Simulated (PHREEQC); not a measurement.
Consider water at 80 °C with 0.25 mol/kgw HF. Closed to the air; pH follows from the charge balance.

Equilibrium calculation in PHREEQC: ion-association model, wateq4f.dat.

Precipitation was switched off in this run.

Q: Order these F species by the share of F that they hold, largest first: H2F2, HF, F-, HF2-.

A: HF (83 %), H2F2 (10 %), HF2- (4.0 %), F- (2.2 %)

The pH is 2.02 and the ionic strength 0.0106 mol/kgw. Complexes and solids missing from the database can't appear. wateq4f.dat counts part of the HF as a dimer, H2F2, which phreeqc.dat doesn't know; its constant is uncertain. Constants without temperature data keep their 25 °C values here.
